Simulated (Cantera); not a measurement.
**CO + H₂O + H₂ (carbon deposition, reforming and gasification)**

Input: 1 mol CO, 5.2 mol H₂O, a varied amount of H₂, equilibrated at 1250 K and 0.100 bar.

Method: chemical equilibrium by Gibbs-energy minimisation in Cantera with the NASA 1993 tables (ideal gas, pure condensed phases). Candidate condensed phases: C, C₆H₆, C₇H₈, C₈H₁₈, H₂O; 110 gas species. The numbers say what is thermodynamically allowed, not how fast it happens.

| n(H₂) (mol) | x H₂ | x H₂O | x CO | x CO₂ | x H | x CH₄ | x OH |
|---|---|---|---|---|---|---|---|
| 8.6 | 0.599 | 0.334 | 0.0498 | 0.0177 | 1.18e-6 | 5.31e-8 | 6.80e-9 |
| 17 | 0.740 | 0.217 | 0.0363 | 0.00681 | 1.31e-6 | 1.12e-7 | 3.98e-9 |
| 26 | 0.811 | 0.158 | 0.0276 | 0.00344 | 1.38e-6 | 1.54e-7 | 2.77e-9 |
| 34 | 0.848 | 0.127 | 0.0227 | 0.00218 | 1.41e-6 | 1.80e-7 | 2.18e-9 |
| 43 | 0.875 | 0.104 | 0.0189 | 0.00144 | 1.43e-6 | 2.01e-7 | 1.76e-9 |
| 51 | 0.893 | 0.0899 | 0.0164 | 0.00106 | 1.44e-6 | 2.15e-7 | 1.50e-9 |
| 60 | 0.907 | 0.0778 | 0.0143 | 0.000785 | 1.46e-6 | 2.28e-7 | 1.29e-9 |
| 68 | 0.917 | 0.0695 | 0.0129 | 0.000622 | 1.46e-6 | 2.36e-7 | 1.14e-9 |
| 77 | 0.926 | 0.0620 | 0.0115 | 0.000493 | 1.47e-6 | 2.44e-7 | 1.02e-9 |
x: gas mole fraction; nothing condenses.

From 8.6 mol H₂ to 77 mol H₂ nothing is condensed. The main C-bearing gas is CO throughout.
